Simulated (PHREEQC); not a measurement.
PHREEQC input (ion-association model, wateq4f.dat):

```
SOLUTION_MASTER_SPECIES
  An  An-  0  An  62.0  # stands for a non-complexing anion
SOLUTION_SPECIES
  An- = An-
    -log_k 0
    -gamma 3.0 0
PHASES
  Fix_H+
    H+ = H+
    -log_k 0
SOLUTION 1
  temp 25
  units mmol/kgw
  pH 7 charge
  F 0.18
  Na 300.18
  An 300
END
SELECTED_OUTPUT 1
  -reset false
  -pH true
  -pe true
  -ionic_strength true
  -water true
  -totals F Na
  -molalities Hfo_wOH Hfo_wOH2+ Hfo_wO- Hfo_sOH Hfo_sOH2+ Hfo_sO- Hfo_wF Hfo_wOHF-
USER_PUNCH 1
  -headings sigma psi
  10 PUNCH EDL("sigma", "Hfo"), EDL("psi", "Hfo")
PRINT
  -reset false
USE solution 1
SURFACE 1
  Hfo_wOH 0.00337079 600 1.5
  Hfo_sOH 8.42697e-05
EQUILIBRIUM_PHASES 1
  Fix_H+ -3 HAn 10
    -force_equality true
  O2(g) -0.68 10
END
# ... the last block is repeated for the other 16 points of pH, with NaOH or the acid as the point needs
```

Selected output (columns that matter, 15 of 17 rows; pH added in front):

```
pH	mu	F	Na	m_Hfo_wOH	m_Hfo_wOH2+	m_Hfo_wO-	m_Hfo_sOH	m_Hfo_sOH2+	m_Hfo_sO-	m_Hfo_wF	m_Hfo_wOHF-	sigma	psi
3	0.3031	4.0807e-05	0.30018	2.0025e-05	0.0032116	2.8605e-09	5.2219e-07	8.3747e-05	7.4591e-11	0.00013787	1.3178e-06	0.35317	0.12333
3.5	0.3022	3.063e-05	0.30018	6.0484e-05	0.0031609	2.6514e-08	1.5822e-06	8.2687e-05	6.9359e-10	0.00014511	4.2565e-06	0.3473	0.12256
4	0.30186	2.813e-05	0.30018	0.00017098	0.0030477	2.1976e-07	4.4763e-06	7.9787e-05	5.7531e-09	0.00013984	1.2027e-05	0.334	0.12062
4.5	0.30164	3.0093e-05	0.30018	0.00041692	0.0028025	1.4209e-06	1.0908e-05	7.3324e-05	3.7175e-08	0.00012207	2.7838e-05	0.30519	0.11609
5.5	0.30112	4.964e-05	0.30018	0.0012959	0.0019246	1.9989e-05	3.37e-05	5.005e-05	5.1982e-07	6.4148e-05	6.6212e-05	0.20241	0.095728
6	0.30087	7.03e-05	0.30018	0.0017472	0.0014662	4.7694e-05	4.5148e-05	3.7889e-05	1.2325e-06	3.8809e-05	7.0891e-05	0.14842	0.080815
6.5	0.30065	9.7759e-05	0.30018	0.0021108	0.0010836	9.4194e-05	5.4089e-05	2.7767e-05	2.4137e-06	2.0632e-05	6.1609e-05	0.10219	0.063864
7	0.30047	0.00012693	0.30018	0.0023653	0.00079021	0.00016219	6.0079e-05	2.0071e-05	4.1197e-06	9.4953e-06	4.3571e-05	0.064371	0.045322
7.5	0.30032	0.00015086	0.30018	0.0025139	0.00057677	0.00025101	6.3395e-05	1.4545e-05	6.3299e-06	3.7932e-06	2.5345e-05	0.03309	0.025398
8	0.30019	0.00016601	0.30018	0.0025748	0.00042243	0.00035954	6.4639e-05	1.0605e-05	9.026e-06	1.3521e-06	1.2634e-05	0.0055571	0.0044366
8.5	0.30027	0.0001738	0.30038	0.0025652	0.00030482	0.00049455	6.4248e-05	7.6345e-06	1.2386e-05	4.4592e-07	5.7528e-06	-0.021468	-0.016855
9.5	0.30062	0.00017885	0.30104	0.0023113	0.00013215	0.00092612	5.7803e-05	3.3048e-06	2.3161e-05	4.1335e-08	1.1083e-06	-0.087374	-0.057215
10	0.30092	0.0001795	0.30155	0.0020245	7.3824e-05	0.0012719	5.062e-05	1.8459e-06	3.1802e-05	1.1488e-08	4.8297e-07	-0.13172	-0.075239
10.5	0.30149	0.00017978	0.30236	0.0016173	3.4875e-05	0.0017183	4.0436e-05	8.7193e-07	4.2959e-05	2.9058e-09	2.0658e-07	-0.18502	-0.09132
11	0.30276	0.00017991	0.30392	0.0011243	1.2965e-05	0.0022333	2.8107e-05	3.2413e-07	5.5835e-05	6.3869e-10	8.4896e-08	-0.24403	-0.10482
```

Complexes and solids missing from the database can't appear. The oxide is taken as insoluble; below pH 4 it would dissolve.
